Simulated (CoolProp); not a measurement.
Properties of nitrous oxide along the isotherm -2.25 °C.

Model: reference Helmholtz-energy equation of state, Lemmon 2006, in CoolProp. It is a short technical equation, of lower accuracy than the large ones.

```csv
p (MPa),phase,density (kg/m³),speed of sound (m/s),Joule-Thomson coefficient (K/MPa),expansivity (1/kK),fugacity coefficient
0.0573,gas,1.124,256.0,13.62,3.740,0.9958
0.0892,gas,1.754,255.6,13.64,3.767,0.9935
0.139,gas,2.744,255.1,13.67,3.810,0.9899
0.216,gas,4.289,254.2,13.72,3.880,0.9844
0.337,gas,6.753,252.8,13.79,3.994,0.9756
0.524,gas,10.66,250.6,13.91,4.183,0.9621
0.816,gas,17.00,247.0,14.08,4.518,0.9411
1.27,gas,27.58,241.1,14.33,5.158,0.9086
1.98,gas,46.39,230.6,14.68,6.630,0.8577
3.08,liquid,919.3,576.7,0.2999,5.949,0.7552
4.8,liquid,931.2,601.3,0.2355,5.419,0.5025
7.47,liquid,947.2,635.0,0.1583,4.819,0.3413
11.6,liquid,968.1,679.7,0.07192,4.189,0.2391
18.1,liquid,994.9,738.3,-0.01969,3.559,0.1744
```
